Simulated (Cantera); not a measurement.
Equilibrium for fluorocarbon and chlorocarbon gases: C₂F₆ + CH₄

Charge: 1 mol C₂F₆, 0.16 mol CH₄, equilibrated at 0.100 bar.

Equilibrium computed with Cantera from the NASA thermochemical tables; the gas is ideal and each condensed phase is pure. Candidate condensed phases: C, C₆H₆, C₇H₈, C₈H₁₈; 95 gas species. The feed counts by its element totals alone. Gases not in the tables: C₂F₆ and larger saturated fluorocarbons. The numbers say what is thermodynamically allowed, not how fast it happens.

```
T (°C)    x F   x CF₂   x HF    x CF      x C₃     x CF₄  n C(graphite)
------  -----  ------  -----  ------  --------  --------  -------------
2527    0.451   0.352  0.148  0.0333  0.000316   0.00858          0.426
2577    0.490   0.316  0.143  0.0408  0.000578   0.00461          0.509
2627    0.527   0.279  0.138  0.0491   0.00103   0.00244          0.591
2677    0.559   0.243  0.133  0.0582   0.00181   0.00127          0.664
2727    0.588   0.209  0.129  0.0680   0.00312  0.000652          0.721
2777    0.611   0.177  0.125  0.0783   0.00527  0.000330          0.751
2827    0.629   0.148  0.121  0.0889   0.00874  0.000165          0.742
2877    0.641   0.123  0.117  0.0996    0.0143   8.15e-5          0.676
2927    0.646  0.1000  0.113   0.110    0.0229   3.94e-5          0.526
2977    0.643  0.0800  0.108   0.120    0.0362   1.86e-5          0.249
3027    0.645  0.0620  0.104   0.124    0.0483   8.73e-6              0
3077    0.660  0.0467  0.101   0.121    0.0506   4.22e-6              0
```
x: gas mole fraction; n: condensed amount in mol.

From 2527 °C to 2977 °C the condensed part is C(graphite). From 3027 °C to 3077 °C nothing is condensed. The main C-bearing gas is CF₂ at 2527 °C and C₃ at 3077 °C.
